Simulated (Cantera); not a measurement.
Feed: 1 mol Hg, 0.083 mol O₂, a varied amount of N₂, at 923.15 K and 713 Torr.

Equilibrium computed with Cantera from the NASA thermochemical tables; the gas is ideal and each condensed phase is pure. Candidate condensed phases: Hg, HgO; 10 gas species. Kinetics and transport are ignored.

At 2.1 mol N₂, list the 3 most abundant gas species with their mole fractions, and the condensed phases.

N₂ 0.660, Hg 0.314, O₂ 0.0261. Condensed: gas only.
